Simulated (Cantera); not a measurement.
A perfectly stirred reactor is fed with CO : H₂ : O₂ : N₂ = 1 : 0.097 : 0.653 : 2.35 (molar parts), at 2.27 atm; it is adiabatic with a 350 K inlet, and is followed from long to short residence time, starting on the burning branch (τ in s: 0.025, 0.012, 0.0063, 0.0031, 0.0016, 0.00079, 0.00039, 0.0002, 9.9e-05, 4.9e-05, 2.5e-05).

Computed with Cantera and GRI-Mech 3.0 (53 species, 325 reactions). The hydrogen kinetics of GRI-Mech 3.0 are dated; newer H2 mechanisms differ, most at raised pressure.

Question: What does this change do: pressure from 2.27 atm to 4.93 atm?

Answer: 
```csv
quantity,before,after
"blow-out, bracketed by the residence times tried","burning at 99.0 µs, out at 49.0 µs","burning at 49.0 µs, out at 25.0 µs"
x(CO) at τ = 25.0 ms,0.0220,0.0152
x(H₂) at τ = 25.0 ms,0.000375,0.000251
x(O₂) at τ = 25.0 ms,0.0374,0.0339
x(CO₂) at τ = 25.0 ms,0.256,0.264
x(HO₂) at τ = 25.0 ms,1.74e-6,2.10e-6
x(CO) at τ = 0.790 ms,0.0605,0.0416
x(H₂) at τ = 0.790 ms,0.00120,0.000734
x(O₂) at τ = 0.790 ms,0.0552,0.0473
x(CO₂) at τ = 0.790 ms,0.211,0.233
x(HO₂) at τ = 0.790 ms,9.40e-6,7.58e-6
```
